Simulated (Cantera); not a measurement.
Standard-state values (1 bar) from the NASA 1993 polynomials, evaluated with Cantera. Values are per mole of reaction as written; species without (g) are pure solids or liquids, kept so even where they would boil at 1 bar.

Problem. Between 300 and 1248 K, where is each reaction favourable under standard conditions?
- NaCl + H(g) = Na + HCl(g)
- 2 Na(g) + 2 HCl(g) = H₂(g) + 2 NaCl

Solution. 
- NaCl + H(g) = Na + HCl(g): ΔG° is 85 kJ at 300 K and 49 kJ at 1248 K; it stays positive (K < 1). ΔH° is 56 kJ and ΔS° 6 J/K at 1248 K.
- 2 Na(g) + 2 HCl(g) = H₂(g) + 2 NaCl: ΔG° is -730 kJ at 300 K and -386 kJ at 1248 K; it stays negative (K > 1). ΔH° is -751 kJ and ΔS° -293 J/K at 1248 K.
